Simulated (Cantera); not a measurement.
# Carbon deposition, reforming and gasification: C₂H₅OH + O₂ + H₂

A closed system holds: 1 mol C₂H₅OH, 0.33 mol O₂, 38 mol H₂, held at 13.3 mbar.

These are equilibrium values from Cantera (NASA tables, ideal gas, pure condensed phases), not measurements of a reactor. Candidate condensed phases: C, C₆H₆, C₇H₈, C₈H₁₈, H₂O; 110 gas species. Equilibrium is a limit: real reactors are often held back by kinetics, nucleation or transport.

At 600 K nothing is condensed. From 800 K to 2200 K the condensed part is C(graphite). From 2400 K to 2800 K nothing is condensed. The main C-bearing gas is CH₄ at 600 K and CO at 2800 K.

| T (K) | x H₂ | x H | x CH₄ | x H₂O | x CO | x C₂H₂ (acetylene) | x CO₂ | x C₂H | n C(graphite) |
|---|---|---|---|---|---|---|---|---|---|
| 600 | 0.906 | <1e-12 | 0.0513 | 0.0425 | 8.57e-6 | <1e-12 | 1.14e-5 | <1e-12 | 0 |
| 800 | 0.945 | 2.44e-11 | 0.0160 | 0.00858 | 0.0291 | 1.22e-12 | 0.00111 | <1e-12 | 0.0774 |
| 1000 | 0.960 | 1.93e-8 | 0.00117 | 0.000196 | 0.0387 | 1.10e-9 | 1.14e-5 | <1e-12 | 0.299 |
| 1200 | 0.961 | 1.68e-6 | 0.000194 | 1.29e-5 | 0.0389 | 9.87e-8 | 3.81e-7 | <1e-12 | 0.332 |
| 1400 | 0.961 | 4.13e-5 | 5.32e-5 | 1.86e-6 | 0.0389 | 2.42e-6 | 3.46e-8 | <1e-12 | 0.338 |
| 1600 | 0.961 | 0.000461 | 2.01e-5 | 4.35e-7 | 0.0389 | 2.64e-5 | 5.87e-9 | 4.27e-11 | 0.337 |
| 1800 | 0.958 | 0.00304 | 9.41e-6 | 1.41e-7 | 0.0389 | 0.000168 | 1.50e-9 | 4.66e-9 | 0.325 |
| 2000 | 0.947 | 0.0137 | 5.07e-6 | 5.72e-8 | 0.0386 | 0.000727 | 5.09e-10 | 1.97e-7 | 0.277 |
| 2200 | 0.913 | 0.0466 | 2.92e-6 | 2.64e-8 | 0.0380 | 0.00234 | 2.08e-10 | 4.14e-6 | 0.134 |
| 2400 | 0.834 | 0.126 | 1.31e-6 | 1.61e-8 | 0.0365 | 0.00368 | 1.19e-10 | 3.19e-5 | 0 |
| 2600 | 0.687 | 0.276 | 4.37e-7 | 1.09e-8 | 0.0335 | 0.00324 | 8.24e-11 | 0.000114 | 0 |
| 2800 | 0.478 | 0.490 | 1.15e-7 | 6.13e-9 | 0.0294 | 0.00235 | 5.41e-11 | 0.000304 | 0 |
x: gas mole fraction; n: condensed amount in mol.
